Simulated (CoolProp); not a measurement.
Vapour-liquid equilibrium of hexamethyldisiloxane (MM) (1) + toluene (2) at 0.0045 MPa; x and y are mole fractions of (1).

The numbers come from the multi-fluid Helmholtz-energy mixture model, Thol 2016 and Lemmon 2006; pair parameters Bell 2016 in CoolProp.

Give the bubble temperature and the first vapour's composition at x = 0.05, 0.5, 0.65. Is there an azeotrope?

x = 0.05: 300.5 K, y = 0.093; x = 0.5: 295.5 K, y = 0.601; x = 0.65: 294.7 K, y = 0.712. No azeotrope shows between x = 0.05 and 0.95.

The pair parameters rest on a limited set of measurements; away from them the model extrapolates.
